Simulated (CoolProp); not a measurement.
R115 along the isotherm 211.55 °C: fugacity coefficient from the reference equation and from simpler models built on Tc = 80.0 °C, pc = 3129 kPa, ω = 0.248; each cubic takes its own stable root.

Computed with CoolProp (reference Helmholtz-energy equation of state, Lemmon 2016).

```json
[
 {"p (kPa)": "978", "phase": "gas", "reference": "0.9672", "van der Waals": "0.9589", "Redlich-Kwong": "0.9600", "Peng-Robinson": "0.9611"},
 {"p (kPa)": "1960", "phase": "gas", "reference": "0.9354", "van der Waals": "0.9184", "Redlich-Kwong": "0.9215", "Peng-Robinson": "?"},
 {"p (kPa)": "2930", "phase": "gas", "reference": "?", "van der Waals": "0.8794", "Redlich-Kwong": "?", "Peng-Robinson": "0.8906"},
 {"p (kPa)": "3910", "phase": "supercritical", "reference": "0.8753", "van der Waals": "0.8409", "Redlich-Kwong": "?", "Peng-Robinson": "0.8587"},
 {"p (kPa)": "4890", "phase": "supercritical", "reference": "0.8470", "van der Waals": "0.8036", "Redlich-Kwong": "0.8171", "Peng-Robinson": "0.8292"},
 {"p (kPa)": "5870", "phase": "supercritical", "reference": "0.8202", "van der Waals": "0.7679", "Redlich-Kwong": "0.7862", "Peng-Robinson": "0.8021"},
 {"p (kPa)": "6850", "phase": "supercritical", "reference": "0.7952", "van der Waals": "0.7347", "Redlich-Kwong": "?", "Peng-Robinson": "0.7775"},
 {"p (kPa)": "7820", "phase": "supercritical", "reference": "0.7724", "van der Waals": "0.7049", "Redlich-Kwong": "0.7320", "Peng-Robinson": "0.7554"}
]
```

Q: Fill in the missing entries.

A: 
- 1960, Peng-Robinson: 0.9244
- 2930, reference: 0.9049
- 2930, Redlich-Kwong: 0.8851
- 3910, Redlich-Kwong: 0.8501
- 6850, Redlich-Kwong: 0.7577
